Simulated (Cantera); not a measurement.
Transport properties of process gases

Gas mixture: 29.6 % C2H2, 70.4 % CO2, at 5800 Pa, frozen composition.

Cantera's kinetic-theory transport with the Lennard-Jones parameters of GRI-Mech 3.0, ideal gas; thermal conductivity in the mixture-averaged form. The composition is frozen, though it would react at the higher temperatures.

```tsv
T (K)	ρ (kg/m³)	cp (J/kg/K)	μ (µPa s)	λ (mW/m/K)	Pr	D (cm²/s) NO	D (cm²/s) CH4	D (cm²/s) H
400	0.0675	1135	18.1	28.1	0.734	4.63	5.16	28.7
650	0.0415	1338	27.1	49.4	0.735	10.8	12.2	68.2
900	0.0300	1467	34.6	69.2	0.735	18.9	21.5	120
1150	0.0235	1558	41.2	87.3	0.735	28.6	32.5	181
1400	0.0193	1623	47.2	104	0.735	39.7	45.3	253
1650	0.0164	1671	52.7	120	0.735	52.2	59.6	333
```
D: mixture-averaged diffusion coefficient of that species in the mixture.
